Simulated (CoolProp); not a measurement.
Properties of vinyl chloride along the isobar 9.2 MPa (Tc = 425.0 K, pc = 5.600 MPa, ω = 0.160).

Computed with CoolProp (reference Helmholtz-energy equation of state, Thol 2022).

```csv
T (K),phase,density (kg/m³),speed of sound (m/s),Joule-Thomson coefficient (K/MPa),fugacity coefficient
195.7,liquid,1090,1407,-0.4218,0.0003960
210.4,liquid,1064,1336,-0.4226,0.001144
225.1,liquid,1040,1266,-0.4185,0.002800
239.8,liquid,1015,1196,-0.4097,0.006005
254.4,liquid,991.0,1128,-0.3959,0.01152
269.1,liquid,966.5,1061,-0.3765,0.02033
283.8,liquid,941.7,994.3,-0.3511,0.03335
298.5,liquid,916.5,928.7,-0.3184,0.05146
313.1,liquid,890.9,864.3,-0.2772,0.07522
327.8,liquid,864.3,800.1,-0.2243,0.1055
342.5,liquid,836.5,736.1,-0.1558,0.1424
357.2,liquid,807.1,671.8,-0.06497,0.1859
371.8,liquid,775.7,607.2,0.05838,0.2354
386.5,liquid,740.9,540.4,0.2358,0.2909
401.2,liquid,701.3,471.4,0.5035,0.3512
415.9,liquid,654.0,399.6,0.9352,0.4149
```
